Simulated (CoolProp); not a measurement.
Vapour pressure (kPa) of ethane: the reference equation beside estimates from Tc = 305.3 K, pc = 4872 kPa, ω = 0.099. Clausius-Clapeyron is anchored at 244 K with a constant enthalpy of vaporisation of 11.63 kJ/mol.

Computed with CoolProp (reference Helmholtz-energy equation of state, Bücker 2006).

| T (K) | reference | Lee-Kesler | Clausius-Clapeyron | van der Waals | Redlich-Kwong | Soave-Redlich-Kwong | Peng-Robinson |
|---|---|---|---|---|---|---|---|
| 193.7 | 161.7 | 160.4 | 246.3 | 579.7 | 175.1 | 160.2 | 162.4 |
| 200.9 | ? | ? | 319.1 | 706.8 | 247.0 | 225.0 | 226.9 |
| 208.1 | 308.7 | 308.5 | 406.0 | 851.2 | 338.8 | 308.2 | 309.2 |
| 215.3 | 412.0 | 412.6 | 508.4 | 1014 | 453.1 | 412.6 | 412.4 |
| 222.4 | ? | 538.8 | 625.6 | 1193 | 590.8 | 539.5 | 537.7 |
| 229.6 | 690.8 | 693.6 | 762.0 | 1394 | 758.5 | 695.7 | 691.6 |
| 236.8 | 874.6 | 878.3 | 917.1 | 1616 | 957.1 | ? | 876.0 |
| 244 | 1092 | 1096 | 1092 | 1859 | 1189 | 1104 | 1094 |
| 251.2 | 1346 | 1351 | 1287 | 2124 | 1458 | 1363 | 1350 |
| 258.4 | 1640 | 1645 | 1503 | 2411 | 1765 | 1663 | 1647 |
| 265.5 | ? | 1978 | 1737 | 2717 | 2108 | 2003 | 1984 |
| 272.7 | 2361 | 2364 | 1996 | 3051 | 2499 | 2395 | 2374 |
| 279.9 | 2800 | 2802 | 2278 | 3409 | 2935 | 2839 | 2818 |
| 287.1 | 3298 | 3300 | 2582 | 3791 | 3420 | 3338 | 3318 |

Problem. Some entries are withheld; supply them.

Solution. 
- 200.9, reference: 226.2
- 200.9, Lee-Kesler: 225.4
- 222.4, reference: 537.1
- 236.8, Soave-Redlich-Kwong: 882.8
- 265.5, reference: 1974

Absolute difference from the reference over all 14 rows, mean and median: Lee-Kesler 0.3 and 0.3 %, Clausius-Clapeyron 18.6 and 16.0 %, van der Waals 98.6 and 77.5 %, Redlich-Kwong 8.0 and 8.6 %, Soave-Redlich-Kwong 0.9 and 1.0 %, Peng-Robinson 0.3 and 0.3 %.
